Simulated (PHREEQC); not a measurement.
Ca(OH)2 is added in steps, without added water, to 1 kg of water holding 160 mmol/kgw HCl, 0.0069 mmol/kgw Na2SiF6 and 0.39 mmol/kgw ZnBr2, at 25 °C. O2 is buffered at 0.21 atm. CO2 is held at log p = -3.4 (atm). Only these solids could form: Calcite, Fluorite, Portlandite, Zn(OH)2-e, Smithsonite, Zn5(OH)8Cl2, SiO2(a), Halite, Nahcolite, Natron, ZnF2, Willemite.

Base run: PHREEQC, ion-association model, wateq4f.dat. Each further column changes one thing. The table gives pH.

| Ca(OH)2 added (mol) | base | Davies equation for every ion | database phreeqc.dat | Debye-Hückel limiting law | all activity coefficients set to 1 |
|---|---|---|---|---|---|
| 0 | 0.89 | 0.92 | 0.89 | 1.00 | (withheld) |
| 0.016 | 0.99 | 1.02 | 0.99 | 1.11 | 0.89 |
| 0.032 | 1.12 | 1.14 | 1.12 | (withheld) | 1.02 |
| 0.048 | 1.29 | 1.32 | 1.29 | (withheld) | 1.19 |
| 0.064 | 1.60 | 1.63 | 1.60 | 1.74 | 1.50 |
| 0.08 | 4.67 | 4.69 | 4.67 | 4.81 | 4.56 |
| 0.096 | 7.34 | 7.35 | 7.34 | 7.58 | 7.08 |
| 0.112 | 7.34 | 7.35 | 7.34 | 7.58 | 7.08 |
| 0.128 | 7.34 | 7.35 | 7.34 | 7.58 | 7.08 |
| 0.144 | 7.34 | 7.35 | 7.34 | 7.58 | 7.08 |
| 0.16 | 7.34 | 7.35 | 7.34 | 7.58 | 7.08 |

**Question.** Some entries are withheld; supply them.

**Answer.** 
- 0, all activity coefficients set to 1: 0.80
- 0.032, Debye-Hückel limiting law: 1.24
- 0.048, Debye-Hückel limiting law: 1.43

SiF6-2 is the database's only silicon fluoride. phreeqc.dat and wateq4f.dat share most of their constants, so their agreement is no independent check. Solids allowed in the column 'database phreeqc.dat': Calcite, Fluorite, Quartz, Halite, Zn(OH)2(e), Smithsonite.
